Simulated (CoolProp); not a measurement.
Properties of dimethyl carbonate along the isotherm 561.6 K (Tc = 557.0 K, pc = 4.909 MPa, ω = 0.346).

Computed with CoolProp (reference Helmholtz-energy equation of state, Zhou 2011).

```csv
p (MPa),phase,cp (kJ/(kg K)),cv (kJ/(kg K)),speed of sound (m/s),expansivity (1/kK)
0.155,gas,?,1.703,?,1.843
0.319,gas,1.807,?,?,1.914
0.655,gas,1.824,1.710,?,2.074
1.34,gas,1.866,?,213.2,2.486
2.76,gas,2.027,1.750,186.2,4.063
5.67,supercritical,5.887,?,167.5,28.20
11.6,supercritical,?,1.810,370.1,4.249
23.9,supercritical,2.392,1.804,538.1,2.190
49.1,supercritical,2.251,1.812,729.6,1.351
```

Task: Fill in the missing entries.

Result: 
- 0.155, cp (kJ/(kg K)): 1.800
- 0.155, speed of sound (m/s): 231.6
- 0.319, cv (kJ/(kg K)): 1.705
- 0.319, speed of sound (m/s): 229.2
- 0.655, speed of sound (m/s): 224.1
- 1.34, cv (kJ/(kg K)): 1.720
- 5.67, cv (kJ/(kg K)): 1.881
- 11.6, cp (kJ/(kg K)): 2.731

The peak of cp marks the crossing from liquid-like to gas-like fluid above the critical point.
